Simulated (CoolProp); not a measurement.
Values from CoolProp's reference Helmholtz-energy equation of state, Thol 2017.

Q: Give the vapour pressure (bar), liquid density (kg/m³), enthalpy of vaporisation (kJ/kg), liquid cp (kJ/(kg K)) of saturated octamethyltrisiloxane (MDM) at 83.35, 99.85 °C.

A: 
```json
[
 {"T (°C)": "83.35", "p (bar)": "0.104", "liquid density (kg/m³)": "755", "enthalpy of vaporisation (kJ/kg)": "181", "liquid cp (kJ/(kg K))": "1.93"},
 {"T (°C)": "99.85", "p (bar)": "0.198", "liquid density (kg/m³)": "737", "enthalpy of vaporisation (kJ/kg)": "175", "liquid cp (kJ/(kg K))": "1.97"}
]
```
